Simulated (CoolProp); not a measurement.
Vapour-liquid equilibrium of ethane (1) + propylene (2) at 592 kPa; x and y are mole fractions of (1).

Model: multi-fluid Helmholtz-energy mixture model, Bücker 2006 and Lemmon 2013; pair parameters Bell 2016, in CoolProp.

```
x     bubble temperature, mixture model (K)  bubble temperature, Raoult's law (K)  y, mixture model  y, Raoult's law
----  -------------------------------------  ------------------------------------  ----------------  ---------------
0.05                                  269.0                                 268.7             0.158            0.181
0.2                                   257.3                                 256.8             0.489            0.531
0.35                                  248.4                                 247.8             0.685            0.723
0.5                                   241.3                                 240.8             0.807            0.837
0.65                                  235.5                                 235.1             0.888            0.909
0.8                                   230.6                                 230.4             0.946            0.958
0.95                                  226.4                                 226.3             0.988            0.991
```

The largest gap from Raoult's law is +0.6 K in bubble temperature, at x = 0.35. No azeotrope shows between x = 0.05 and 0.95.

The pair parameters rest on a limited set of measurements; away from them the model extrapolates.
